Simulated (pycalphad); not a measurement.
Computed with pycalphad from the COST 507 light-alloy database (1999), at 1 atm. These are 1990s assessments: newer ones move some temperatures and phases. Amounts are mole fractions of atoms.

Give the equilibrium state of Ti-4.35C (at.%) at 1450 K.


```
T = 1450.00 K, P = 101325 Pa, N = 1 mol of atoms
G = -85466 J/mol, H = 28799 J/mol, S = 78.80 J/(mol K)  (SER reference)
chemical potentials (J/mol): Ti -78297, C -243121
phase             fraction      x(Ti)       x(C)
BCC_A2              0.8977     0.9898     0.0102
FCC_A1              0.1023     0.6643     0.3357
```

Give the equilibrium state of Ti-4.35C (at.%) at 1970 K.

LIQUID, fraction 0.972, with 3.6 C at.%; FCC_A1, fraction 0.028, with 31.3 C at.%.

FCC_A1 is fcc; BCC_A2 is bcc. The fcc model also describes the rock-salt carbide or nitride (TiC, TiN, HfC).
